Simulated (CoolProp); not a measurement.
Vapour-liquid equilibrium of hydrogen sulfide (1) + n-pentane (2) at -61.45 °C; x and y are mole fractions of (1).

Computed with CoolProp (multi-fluid Helmholtz-energy mixture model, Lemmon 2006 and Thol 2019; pair parameters Kunz 2012).

```tsv
x	bubble pressure (MPa)	y at the bubble point	dew pressure at overall composition x (MPa)	liquid density (mol/L)
0.05	0.01007	0.947	?	10.04
0.125	0.02705	0.982	0.0006356	10.56
0.2	0.04409	0.990	0.0006949	11.13
0.275	0.05837	0.993	0.0007666	?
0.35	?	?	0.0008547	12.50
0.425	0.07490	0.995	0.0009656	13.32
0.5	0.07818	0.995	0.001110	14.28
0.575	0.07966	0.996	0.001304	15.38
0.65	0.08043	0.996	0.001581	16.69
0.725	0.08139	0.996	0.002008	18.25
0.8	?	0.996	0.002751	20.14
0.875	?	0.997	0.004367	22.49
0.95	0.09123	0.998	0.01060	25.46
```

Problem. What belongs in the gaps?

Solution. 
- 0.05, dew pressure at overall composition x (MPa): 0.0005855
- 0.275, liquid density (mol/L): 11.77
- 0.35, bubble pressure (MPa): 0.06860
- 0.35, y at the bubble point: 0.994
- 0.8, bubble pressure (MPa): 0.08320
- 0.875, bubble pressure (MPa): 0.08636

No azeotrope shows between x = 0.05 and 0.95.

The pair parameters rest on a limited set of measurements; away from them the model extrapolates. With so large a gap from Raoult's law the liquid may split in two, which this calculation doesn't test in full.
